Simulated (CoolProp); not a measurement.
Vapour pressure (MPa) of n-perfluoropentane: the reference equation beside estimates from Tc = 421.0 K, pc = 2.063 MPa, ω = 0.436. Clausius-Clapeyron is anchored at 298.6 K with a constant enthalpy of vaporisation of 26.44 kJ/mol.

Model: reference Helmholtz-energy equation of state, Gao 2022, in CoolProp.

```tsv
T (K)	reference	Lee-Kesler	Clausius-Clapeyron	van der Waals	Redlich-Kwong	Peng-Robinson
288.3	0.05846	0.05839	0.06001	0.3694	0.1495	0.05880
298.6	0.08779	0.08789	0.08779	0.4421	0.2014	0.08796
308.9	0.1276	0.1280	0.1252	0.5235	0.2651	0.1276
319.2	0.1801	0.1809	0.1745	0.6141	0.3419	0.1799
329.5	0.2479	0.2492	0.2383	0.7141	0.4332	0.2477
339.8	0.3337	0.3354	0.3193	0.8238	0.5402	0.3338
350	0.4391	0.4414	0.4194	0.9425	0.6627	0.4401
360.3	0.5694	0.5722	0.5437	1.073	0.8045	0.5720
370.6	0.7270	0.7305	0.6949	1.213	0.9653	0.7321
380.9	0.9159	0.9203	0.8763	1.365	1.146	0.9244
391.2	1.141	1.146	1.092	1.528	1.349	1.153
401.5	1.407	1.414	1.345	1.702	1.573	1.423
```

Absolute difference from the reference over all 12 rows, mean and median: Lee-Kesler 0.4 and 0.5 %, Clausius-Clapeyron 3.5 and 4.3 %, van der Waals 183.0 and 130.8 %, Redlich-Kwong 66.6 and 56.4 %, Peng-Robinson 0.5 and 0.3 %.
